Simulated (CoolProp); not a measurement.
Values from CoolProp's reference Helmholtz-energy equation of state, Gao 2016.

Q: Give the vapour pressure (MPa), liquid density (kg/m³), vapour density (kg/m³), enthalpy of vaporisation (kJ/kg) of saturated sulfur dioxide at 290.7, 302.5 K.

A: 
| T (K) | p (MPa) | liquid density (kg/m³) | vapour density (kg/m³) | enthalpy of vaporisation (kJ/kg) |
|---|---|---|---|---|
| 290.7 | 0.303 | 1390 | 8.54 | 364 |
| 302.5 | 0.452 | 1350 | 12.5 | 352 |
